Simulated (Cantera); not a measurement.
Low-pressure radical oxidation in H2/O2

An isothermal, constant-pressure homogeneous reactor starts with H2 : O2 = 0.0094 : 1 (molar parts), at 1275 K and 0.00217 atm.

Computed with Cantera and the H2/O2 subset of GRI-Mech 3.0, which has no nitrogen chemistry. Radical loss at walls, strong at low pressure, is not modelled.

```json
[
 {"t (s)": "1.00e-5", "x H2": "0.00931", "x O2": "0.991", "x H2O2": "<1e-12", "x O": "1.41e-12", "x H": "5.17e-11"},
 {"t (s)": "4.57e-5", "x H2": "0.00931", "x O2": "0.991", "x H2O2": "<1e-12", "x O": "2.77e-11", "x H": "2.15e-10"},
 {"t (s)": "0.000209", "x H2": "0.00931", "x O2": "0.991", "x H2O2": "<1e-12", "x O": "4.45e-10", "x H": "6.83e-10"},
 {"t (s)": "0.000956", "x H2": "0.00931", "x O2": "0.991", "x H2O2": "<1e-12", "x O": "4.58e-9", "x H": "1.39e-9"},
 {"t (s)": "0.00437", "x H2": "0.00931", "x O2": "0.991", "x H2O2": "1.12e-11", "x O": "5.34e-8", "x H": "6.21e-9"},
 {"t (s)": "0.0200", "x H2": "0.00928", "x O2": "0.991", "x H2O2": "1.99e-10", "x O": "2.00e-5", "x H": "1.91e-6"},
 {"t (s)": "0.0915", "x H2": "3.68e-5", "x O2": "0.982", "x H2O2": "2.52e-9", "x O": "0.00825", "x H": "0.000331"},
 {"t (s)": "0.418", "x H2": "3.50e-5", "x O2": "0.982", "x H2O2": "2.49e-9", "x O": "0.00798", "x H": "0.000314"},
 {"t (s)": "1.91", "x H2": "3.04e-5", "x O2": "0.983", "x H2O2": "2.44e-9", "x O": "0.00690", "x H": "0.000253"},
 {"t (s)": "8.75", "x H2": "1.76e-5", "x O2": "0.986", "x H2O2": "2.16e-9", "x O": "0.00392", "x H": "0.000109"},
 {"t (s)": "40.0", "x H2": "3.92e-6", "x O2": "0.990", "x H2O2": "1.28e-9", "x O": "0.000852", "x H": "1.12e-5"}
]
```
x: mole fraction; the columns are a selection and need not sum to one.

Equilibrium at this temperature and pressure: H2 1.11e-8, O2 0.991, H2O2 1.97e-11, O 2.39e-6, H 1.67e-9 (gas phase only).
